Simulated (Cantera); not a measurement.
What does this Cantera script print?

```python
import numpy as np
import cantera as ct

gas = ct.Solution("gri30.yaml")
gas.TPX = 1325, 260000, {'CH4': 1, 'O2': 1.54, 'N2': 6.46}
reactor = ct.IdealGasReactor(gas, energy="on", clone=False)
net = ct.ReactorNet([reactor])
net.rtol, net.atol = 1e-08, 1e-16
show = ['CH4', 'O2', 'CO', 'C2H6', 'HCO', 'CO2', 'H']
times = np.geomspace(2e-06, 0.4, 13)

steps = ct.SolutionArray(gas, extra=["t"])
rows = []
print(f"{'t/s':>10s}{'T/K':>9s}{'P/Pa':>11s}" + "".join(f"{s:>11s}" for s in show))
for t in times:
    while net.time < t:
        t_next = net.step()
        steps.append(gas.state, t=t_next)
    rows.append([np.interp(t, steps.t, y) for y in (steps.T, steps.P, *steps(*show).X.T)])
    print(f"{t:10.3e}{rows[-1][0]:9.1f}{rows[-1][1]:11.4g}" + "".join(f"{x:11.3e}" for x in rows[-1][2:]))
rate = np.gradient(steps.T, steps.t)
print("integrator steps:", len(steps.t))
if steps.T.max() > steps.T[0] + 200:
    print(f"time of steepest temperature rise: {steps.t[rate.argmax()]:.4e} s")
gas.TPX = 1325, 260000, {'CH4': 1, 'O2': 1.54, 'N2': 6.46}
gas.equilibrate("UV")
print(f"equilibrium (UV): T = {gas.T:.1f} K  " + "  ".join(f"{s} {gas[s].X[0]:.3e}" for s in show))
```

It prints:

```
       t/s      T/K       P/Pa        CH4         O2         CO       C2H6        HCO        CO2          H
 2.000e-06   1325.0    2.6e+05  1.111e-01  1.711e-01  1.974e-14  1.560e-13  4.508e-16  6.863e-16  2.665e-10
 5.531e-06   1325.0    2.6e+05  1.111e-01  1.711e-01  4.011e-13  3.479e-12  3.671e-15  9.932e-15  2.970e-10
 1.529e-05   1325.0    2.6e+05  1.111e-01  1.711e-01  8.766e-12  8.046e-11  3.060e-14  1.925e-13  3.909e-10
 4.229e-05   1325.0    2.6e+05  1.111e-01  1.711e-01  2.187e-10  2.211e-09  2.920e-13  5.318e-12  7.408e-10
 1.170e-04   1325.0    2.6e+05  1.111e-01  1.711e-01  7.460e-09  9.077e-08  4.023e-12  2.144e-10  2.529e-09
 3.234e-04   1325.1    2.6e+05  1.111e-01  1.711e-01  3.808e-07  4.265e-06  7.860e-11  9.206e-09  9.548e-09
 8.944e-04   1326.2  2.602e+05  1.108e-01  1.710e-01  1.113e-05  5.124e-05  6.783e-10  1.178e-07  2.123e-08
 2.473e-03   1334.1  2.618e+05  1.094e-01  1.700e-01  2.379e-04  3.482e-04  6.176e-09  1.711e-06  9.458e-08
 6.840e-03   2911.3  6.111e+05  7.765e-13  2.688e-03  6.762e-02  7.948e-25  3.395e-07  3.625e-02  9.780e-03
 1.891e-02   2911.3  6.111e+05  7.765e-13  2.688e-03  6.762e-02  7.948e-25  3.395e-07  3.625e-02  9.780e-03
 5.231e-02   2911.3  6.111e+05  7.765e-13  2.688e-03  6.762e-02  7.948e-25  3.395e-07  3.625e-02  9.780e-03
 1.446e-01   2911.3  6.111e+05  7.765e-13  2.688e-03  6.762e-02  7.948e-25  3.395e-07  3.625e-02  9.780e-03
 4.000e-01   2911.3  6.111e+05  7.765e-13  2.688e-03  6.762e-02  7.948e-25  3.395e-07  3.625e-02  9.780e-03
integrator steps: 2185
time of steepest temperature rise: 4.6659e-03 s
equilibrium (UV): T = 2911.3 K  CH4 9.278e-13  O2 2.688e-03  CO 6.762e-02  C2H6 1.082e-24  HCO 3.395e-07  CO2 3.625e-02  H 9.780e-03
```

Detailed kinetics in Cantera: GRI-Mech 3.0 (53 species, 325 reactions).
